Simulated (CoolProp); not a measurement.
A Linde-Hampson liquefier for CF4 (R14): isothermal reversible compression at 290 K from 1 atm to 25 MPa, throttling to 1 atm, return gas leaving the recuperator 0 K below the feed. Each further row changes one setting.

Computed with CoolProp (reference Helmholtz-energy equation of state, Platzer 1990). This equation is an older, rougher fit; its heat capacities, sound speeds and derivatives of the liquid may be far off and weren't checked against measurements.

```
case                        liquid yield per pass  compression work (kJ/kg of gas)
--------------------------  ---------------------  -------------------------------
as stated                              (withheld)                              133
high pressure 50 MPa                   (withheld)                       (withheld)
warm-end temperature 320 K                  0.242                       (withheld)
warm-end gap 5 K                            0.302                              133
```

Q: Complete the blanks.

A: 
- as stated, liquid yield per pass: 0.313
- high pressure 50 MPa, liquid yield per pass: 0.310
- high pressure 50 MPa, compression work (kJ/kg of gas): 155
- warm-end temperature 320 K, compression work (kJ/kg of gas): 154
